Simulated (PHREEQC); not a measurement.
Synthetic water in mg/kgw, 25 °C, pH 7.3, pe 11.9:

```csv
constituent,mg/kgw
Na,23.4
K,6.03
Ca,18.9
Mg,0.462
Cl,33.3
S(6) as SO4,24.6
Alkalinity as HCO3,42
Si as SiO2,0.444
Sr,0.0728
```

Valence states are taken as typed.

The numbers come from PHREEQC with the ion-association model, phreeqc.dat.

No solid was allowed to form.

### Question
Order these C species by the share of C that they hold, largest first: HCO3-, CO2, CaHCO3+.

### Answer
HCO3- (90 %), CO2 (9.6 %), CaHCO3+ (0.42 %)

### Question
Order these S species by the share of S that they hold, largest first: NaSO4-, MgSO4, SO4-2, CaSO4.

### Answer
SO4-2 (94 %), CaSO4 (4.8 %), NaSO4- (0.38 %), MgSO4 (0.26 %)

The pH is 7.30 and the ionic strength 0.00283 mol/kgw. Complexes and solids missing from the database can't appear.
